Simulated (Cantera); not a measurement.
**Iron carbonyl, mercury and lead vapours: Fe(CO)₅ + H₂ + N₂ + O₂**

Input: 1 mol Fe(CO)₅, 4.2 mol H₂, 0.14 mol N₂, 0.017 mol O₂, held at 1.33 mbar.

These are equilibrium values from Cantera (NASA tables, ideal gas, pure condensed phases), not measurements of a reactor. Candidate condensed phases: C, C₆H₆, C₇H₈, C₈H₁₈, Fe, Fe(CO)₅, FeO, Fe(OH)₂, Fe(OH)₃, Fe₂O₃, Fe₃O₄, H₂O; 140 gas species. Condensed phases not in the tables: cementite and carbon dissolved in iron. Rates play no part.

```csv
T (K),log p CO,log p H₂,log p N₂,log p CO₂,log p H₂O,log p H,log p CH₄,log p Fe,n C(graphite),n Fe(α),n Fe(γ)
850,-3.16,-3.22,-4.70,-4.98,-5.53,-12.30,-6.65,<-14,0.0584,1.00,0
900,-3.15,-3.22,-4.70,-5.44,-5.88,-11.54,-7.06,<-14,0,1.00,0
950,-3.15,-3.22,-4.70,-5.48,-5.81,-10.87,-7.82,<-14,0,1.00,0
1000,-3.15,-3.22,-4.70,-5.51,-5.75,-10.26,-8.50,-13.83,0,1.00,0
1050,-3.15,-3.22,-4.70,-5.55,-5.69,-9.70,-9.11,-12.81,0,1.00,0
1100,-3.15,-3.22,-4.70,-5.58,-5.65,-9.20,-9.66,-11.90,0,1.00,0
1150,-3.15,-3.22,-4.70,-5.61,-5.62,-8.74,-10.16,-11.07,0,1.00,0
1200,-3.15,-3.22,-4.70,-5.65,-5.59,-8.32,-10.62,-10.30,0,0,1.00
1250,-3.15,-3.22,-4.70,-5.68,-5.56,-7.93,-11.04,-9.61,0,0,1.000
1300,-3.15,-3.22,-4.70,-5.71,-5.54,-7.57,-11.43,-8.96,0,0,1.000
1350,-3.15,-3.22,-4.70,-5.74,-5.52,-7.24,-11.78,-8.37,0,0,1.000
1400,-3.15,-3.22,-4.70,-5.76,-5.50,-6.93,-12.11,-7.81,0,0,1.000
1450,-3.15,-3.22,-4.70,-5.79,-5.49,-6.64,-12.41,-7.30,0,0,1.000
```
log p: log10 of the partial pressure in bar; n: condensed amount in mol.

At 850 K the condensed part is C(graphite) + Fe(α). From 900 K to 1150 K the condensed part is Fe(α). From 1200 K to 1450 K the condensed part is Fe(γ).
